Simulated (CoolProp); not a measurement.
Properties of sulfur dioxide along the isotherm 169.55 °C (Tc = 157.5 °C, pc = 7.887 MPa, ω = 0.256).

The numbers come from the reference Helmholtz-energy equation of state, Gao 2016 in CoolProp.

```csv
p (MPa),phase,cp (kJ/(kg K)),isothermal compressibility (1/MPa),expansivity (1/kK)
2.5,gas,0.8391,0.4520,3.331
5,gas,1.122,0.2760,5.598
7.5,gas,2.097,0.2857,13.69
10,supercritical,6.343,0.2577,44.81
12.5,supercritical,2.587,0.04242,11.65
15,supercritical,2.075,0.02273,7.550
17.5,supercritical,1.856,0.01560,5.873
20,supercritical,1.729,0.01192,4.929
22.5,supercritical,1.644,0.009665,4.311
25,supercritical,1.581,0.008141,3.868
27.5,supercritical,1.533,0.007041,3.533
30,supercritical,1.495,0.006209,3.267
32.5,supercritical,1.464,0.005557,3.052
35,supercritical,1.437,0.005031,2.872
```

The peak of cp marks the crossing from liquid-like to gas-like fluid above the critical point.
